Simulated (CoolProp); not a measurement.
Vapour-liquid equilibrium of R142b (1) + R113 (2) at 0.466 MPa; x and y are mole fractions of (1).

The numbers come from the multi-fluid Helmholtz-energy mixture model, Lemmon 2006 and Marx 1992; pair parameters Bell 2016 in CoolProp.

| x | bubble temperature (K) | y at the bubble point | dew temperature at overall composition x (K) | liquid density (mol/L) |
|---|---|---|---|---|
| 0.05 | 367.9 | 0.193 | 374.0 | 7.457 |
| 0.15 | 354.7 | 0.461 | 369.8 | 7.824 |
| 0.25 | 344.5 | 0.626 | 365.4 | 8.165 |
| 0.35 | 336.6 | 0.732 | 360.6 | 8.491 |
| 0.45 | 330.4 | 0.805 | 355.3 | 8.811 |
| 0.55 | 325.2 | 0.857 | 349.5 | 9.133 |
| 0.65 | 320.9 | 0.898 | 342.8 | 9.464 |
| 0.75 | 317.1 | 0.932 | 335.1 | 9.809 |
| 0.85 | 313.7 | 0.961 | 326.0 | 10.18 |
| 0.95 | 310.6 | 0.987 | 315.0 | 10.57 |

No azeotrope shows between x = 0.05 and 0.95.

The pair parameters rest on a limited set of measurements; away from them the model extrapolates.
